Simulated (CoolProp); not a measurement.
Properties of octamethylcyclotetrasiloxane (D4) along the isotherm 27.25 °C (Tc = 313.4 °C, pc = 1.347 MPa, ω = 0.598).

The numbers come from the reference Helmholtz-energy equation of state, Thol 2015 in CoolProp.

```
p (MPa)   phase  speed of sound (m/s)  Joule-Thomson coefficient (K/MPa)  isothermal compressibility (1/MPa)  expansivity (1/kK)  fugacity coefficient
-------  ------  --------------------  ---------------------------------  ----------------------------------  ------------------  --------------------
0.259    liquid                 909.9                            -0.4024                            0.001546               1.201             0.0006324
0.518    liquid                 911.7                            -0.4029                            0.001539               1.198             0.0003266
0.777    liquid                 913.5                            -0.4035                            0.001532               1.195             0.0002249
1.04     liquid                 915.3                            -0.4040                            0.001525               1.191             0.0001737
1.3      liquid                 917.1                            -0.4045                            0.001518               1.188             0.0001435
1.55     liquid                 918.8                            -0.4050                            0.001512               1.185             0.0001242
1.81     liquid                 920.5                            -0.4055                            0.001505               1.182             0.0001099
2.07     liquid                 922.3                            -0.4060                            0.001498               1.179              9.923e-5
2.33     liquid                 924.0                            -0.4064                            0.001492               1.176              9.107e-5
2.59     liquid                 925.8                            -0.4069                            0.001485               1.173              8.463e-5
2.85     liquid                 927.5                            -0.4074                            0.001479               1.170              7.944e-5
3.11     liquid                 929.2                            -0.4079                            0.001472               1.167              7.520e-5
3.37     liquid                 930.9                            -0.4083                            0.001466               1.164              7.168e-5
```
